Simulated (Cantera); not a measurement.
Input: 1 mol Si, 22 mol HBr, 4.3 mol N2, 1.8 mol Br2, held at 1250 °C.

Cantera equilibrium calculation (NASA polynomials, part measured and part estimated; ideal gas, pure solids and liquids). Candidate condensed phases: Br2, Si, Si3N4; 28 gas species. The tables' values for SiBr3 are old estimates; treat these amounts as uncertain. Equilibrium is a limit: real reactors are often held back by kinetics, nucleation or transport.

**Question.** At 1.00 mbar, list the 4 most abundant gas species with their mole fractions, and the condensed phases.

**Answer.** HBr 0.601, Br 0.167, N2 0.140, H2 0.0588. Condensed: gas only.
